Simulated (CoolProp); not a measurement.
Properties of CH2F2 (R32) at several states.

Values from CoolProp's reference Helmholtz-energy equation of state, Tillner-Roth 1997.

| T (K) | p (bar) | phase | Z | cv (kJ/(kg K)) | viscosity (µPa s) | fugacity coefficient |
|---|---|---|---|---|---|---|
| 234.2 | 0.113 | gas | 0.9965 | 0.5867 | 10.4 | 0.9965 |
| 254.8 | 0.72 | gas | 0.9839 | 0.6270 | 11.4 | 0.9841 |
| 239.3 | 2 | gas | 0.9396 | 0.6951 | 10.7 | 0.9432 |
| 223.4 | 0.883 | gas | 0.9651 | 0.6385 | 9.95 | 0.9665 |

Viscosity comes from a separate model (Bell 2016), an estimate that may be off by 10 % or more.
